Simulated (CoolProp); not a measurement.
Model: reference Helmholtz-energy equation of state, Thol 2022, in CoolProp.

### Question
Give the vapour pressure (bar), liquid density (kg/m³), vapour density (kg/m³) of saturated vinyl chloride at 249.7, 259.3 K.

### Answer
| T (K) | p (bar) | liquid density (kg/m³) | vapour density (kg/m³) |
|---|---|---|---|
| 249.7 | 0.672 | 987 | 2.07 |
| 259.3 | 1.01 | 970 | 3.03 |
